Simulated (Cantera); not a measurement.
Feed: 1 mol Si, 2.6 mol HCl, 8.3 mol H2, equilibrated at 2.00 bar.

Method: chemical equilibrium by Gibbs-energy minimisation in Cantera with the NASA 1993 tables (ideal gas, pure condensed phases). Candidate condensed phases: Si; 19 gas species. The tables' values for SiCl3 are old estimates; treat these amounts as uncertain. The numbers say what is thermodynamically allowed, not how fast it happens.

x: gas mole fraction; n: condensed amount in mol.

| T (K) | x H2 | x SiHCl3 | x SiCl4 | x HCl | x SiH2Cl2 | x SiCl3 | x SiCl2 | n Si(s) |
|---|---|---|---|---|---|---|---|---|
| 525 | 0.926 | 0.0377 | 0.0350 | 3.10e-6 | [?] | 4.07e-9 | 2.84e-12 | 0.246 |
| 625 | 0.926 | 0.0364 | 0.0358 | 4.40e-5 | [?] | 2.01e-7 | 1.06e-9 | 0.248 |
| 725 | 0.926 | 0.0351 | 0.0365 | 0.000297 | [?] | 3.36e-6 | 7.53e-8 | 0.250 |
| 825 | 0.925 | 0.0338 | 0.0370 | 0.00125 | 0.00261 | 2.81e-5 | 1.88e-6 | 0.254 |
| 925 | 0.924 | 0.0325 | 0.0371 | 0.00383 | 0.00279 | 0.000146 | 2.29e-5 | 0.262 |
| 1025 | 0.920 | 0.0309 | 0.0364 | 0.00932 | 0.00291 | 0.000542 | 0.000168 | 0.278 |
| 1125 | 0.913 | 0.0286 | 0.0343 | 0.0190 | 0.00292 | 0.00153 | 0.000842 | 0.302 |

Problem. Fill in the missing entries.

Solution. 
- 525, x SiH2Cl2: 0.00156
- 625, x SiH2Cl2: 0.00200
- 725, x SiH2Cl2: 0.00234
